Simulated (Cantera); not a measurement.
A closed system holds: 1 mol BN, 0.51 mol O₂, at 1148 K and 57.8 Torr.

These are equilibrium values from Cantera (NASA tables, ideal gas, pure condensed phases), not measurements of a reactor. Candidate condensed phases: B, BN, B₂O₃; 17 gas species. Mutual solubility and eutectic melting of coexisting phases are not modelled. Kinetics and transport are ignored.

Base state: N₂ 1.00 (mole fractions); condensed: BN(s) + B₂O₃(l).

Task: What changes in the equilibrium state with this change: temperature from 1148 K to 2023 K?

Result: 
```json
[
 {"species": "N₂", "before": "1.00", "after": "0.494"},
 {"species": "B₂O₃", "before": "2.01e-8", "after": "0.314"},
 {"species": "B₂O₂", "before": "<1e-9", "after": "0.167"},
 {"species": "BO", "before": "<1e-9", "after": "0.0245"},
 {"species": "BO₂", "before": "<1e-9", "after": "5.95e-5"},
 {"species": "B₂O", "before": "<1e-9", "after": "2.52e-5"},
 {"species": "BN(s), mol", "before": "0.320", "after": "0.226"},
 {"species": "B₂O₃(l), mol", "before": "0.340", "after": "0"}
]
```
